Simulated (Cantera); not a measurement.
# Ignition delay

Mixture: 16.9 % H₂, 16.6 % O₂, 62.5 % N₂, 3.90 % H₂O, equivalence ratio 0.51, at 1.01 bar, adiabatic and at constant pressure. Ignition delay is the time to a rise of 400 K.

Detailed kinetics in Cantera: GRI-Mech 3.0 (53 species, 325 reactions). Where the delays flatten at high temperature, the 400 K rule measures the pace of heat release, not the induction time.

| T0 (K) | delay (ms) |
|---|---|
| 1200 | 0.0548 |
| 1275 | 0.0394 |
| 1350 | 0.0312 |
| 1425 | 0.0268 |
| 1500 | 0.0246 |
